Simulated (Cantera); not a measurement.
Charge: 1 mol Al(CH3)3, 0.56 mol H2O, 540 mol N2, at 133 Pa.

Method: chemical equilibrium by Gibbs-energy minimisation in Cantera with the NASA 1993 tables (ideal gas, pure condensed phases). Candidate condensed phases: Al, AlN, Al2O3, C, C6H6, C7H8, C8H18, H2O; 148 gas species. The feed counts by its element totals alone. Equilibrium is a limit: real reactors are often held back by kinetics, nucleation or transport.

Over these rows the condensed part is AlN(s) + Al2O3(s) + C(graphite). Partial pressures as log10 of bar:

| T (K) | 1000/T (1/K) | log p CO | log p N2 |
|---|---|---|---|
| 748 | 1.3369 | -10.94 | -2.88 |
| 798 | 1.2531 | -9.92 | -2.88 |
| 848 | 1.1792 | -9.01 | -2.88 |
| 898 | 1.1136 | -8.21 | -2.88 |
| 948 | 1.0549 | ? | -2.88 |
| 998 | 1.0020 | -6.85 | -2.88 |

Fit log p(CO) = a + b·(1000/T) to the five rows, give the apparent enthalpy, and predict the row at 948 K.

Means: 1000/T = 1.1770, log p = -8.986. Sxy = -0.806573, Sxx = 0.0660086, so b = -12.22 and a = -8.986 − (-12.22)×1.1770 = 5.40.
Apparent enthalpy: −19.145 × (-12.22) = 234 kJ/mol. With the condensed phases at unit activity, 1/3 Al2O3(s) + C(graphite) + 1/3 N2(g) = CO(g) + 2/3 AlN(s) links this pressure to the main gases: over the six rows their terms move log p by +0.00 in all, so the slope is close to that reaction's ΔH°. The five rows lie within 0.01 of the line.
Prediction at 948 K: 5.40 + (-12.22)×1.0549 = -7.49. The computed value is -7.49, 0.00 from the line.
